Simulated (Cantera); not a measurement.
Cantera with NASA thermochemical tables; ideal gases at 1 bar, condensed phases pure. Values are per mole of reaction as written; species without (g) are pure solids or liquids, kept so even where they would boil at 1 bar.

O(g) + Sr(OH)₂ ⇌ SrO + H₂O₂(g)

```tsv
T (K)	ΔH° (kJ)	ΔS° (J/K)	ΔG° (kJ)	log10 K
1948	[?]	[?]	[?]	[?]
1973	[?]	[?]	[?]	[?]
1998	-106.0	-68.4	30.6	-0.80
2023	-107.1	-68.9	32.3	-0.83
2048	-108.1	-69.4	34.0	-0.87
2073	[?]	[?]	[?]	[?]
2098	-110.1	-70.4	37.5	-0.93
2123	-111.1	-70.8	39.3	-0.97
2148	[?]	[?]	[?]	[?]
```

**Question.** What belongs in the gaps?

**Answer.** 
- 1948, ΔH° (kJ): -103.9
- 1948, ΔS° (J/K): -67.3
- 1948, ΔG° (kJ): 27.2
- 1948, log10 K: -0.73
- 1973, ΔH° (kJ): -105.0
- 1973, ΔS° (J/K): -67.9
- 1973, ΔG° (kJ): 28.9
- 1973, log10 K: -0.76
- 2073, ΔH° (kJ): -109.1
- 2073, ΔS° (J/K): -69.9
- 2073, ΔG° (kJ): 35.8
- 2073, log10 K: -0.90
- 2148, ΔH° (kJ): -112.1
- 2148, ΔS° (J/K): -71.3
- 2148, ΔG° (kJ): 41.1
- 2148, log10 K: -1.00
